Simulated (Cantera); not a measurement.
Hydrocarbon pyrolysis for carbon deposition

An isothermal, constant-pressure homogeneous reactor starts with 33.1 % C2H6, 66.2 % H2, 0.629 % N2, at 1500 K and 0.290 bar.

Detailed kinetics in Cantera: GRI-Mech 3.0 (53 species, 325 reactions). GRI-Mech 3.0 stops at C3 and has no aromatics, soot or wall deposition, so with more carbon than oxygen in the feed, carbon stays in small species such as C2H2 where larger ones or solid carbon would form.

| t (s) | x C2H6 | x H2 | x C2H2 | x H | x CH2 | x C2H | x CH3 |
|---|---|---|---|---|---|---|---|
| 2.00e-6 | 0.331 | 0.662 | 2.88e-10 | 1.87e-5 | 7.69e-9 | <1e-12 | 0.000541 |
| 8.05e-6 | 0.326 | 0.662 | 3.91e-7 | 9.62e-5 | 1.70e-7 | <1e-12 | 0.00136 |
| 3.24e-5 | 0.284 | 0.662 | 0.000125 | 0.000249 | 1.18e-6 | 8.80e-11 | 0.00373 |
| 0.000130 | 0.136 | 0.657 | 0.00406 | 0.000295 | 1.02e-6 | 3.43e-9 | 0.00337 |
| 0.000525 | 0.0135 | 0.657 | 0.0290 | 0.000198 | 2.00e-7 | 1.65e-8 | 0.00105 |
| 0.00211 | 0.000657 | 0.669 | 0.0617 | 5.22e-5 | 1.44e-8 | 9.07e-9 | 0.000234 |
| 0.00851 | 0.000120 | 0.680 | 0.0937 | 2.58e-5 | 3.51e-9 | 6.68e-9 | 0.000110 |
| 0.0343 | 5.83e-5 | 0.695 | 0.136 | 2.33e-5 | 2.55e-9 | 8.61e-9 | 9.30e-5 |
| 0.138 | 3.72e-5 | 0.702 | 0.152 | 2.23e-5 | 2.18e-9 | 9.11e-9 | 8.48e-5 |
| 0.555 | 3.34e-5 | 0.710 | 0.155 | 2.31e-5 | 2.09e-9 | 9.51e-9 | 7.93e-5 |
| 2.24 | 2.54e-5 | 0.730 | 0.163 | 2.54e-5 | 1.85e-9 | 1.07e-8 | 6.51e-5 |
| 9.00 | 1.99e-5 | 0.747 | 0.171 | 2.83e-5 | 1.61e-9 | 1.21e-8 | 5.15e-5 |
x: mole fraction; the columns are a selection and need not sum to one.

Equilibrium at this temperature and pressure: C2H6 1.93e-5, H2 0.749, C2H2 0.168, H 2.85e-5, CH2 1.58e-9, C2H 1.20e-8, CH3 5.02e-5 (gas phase only).
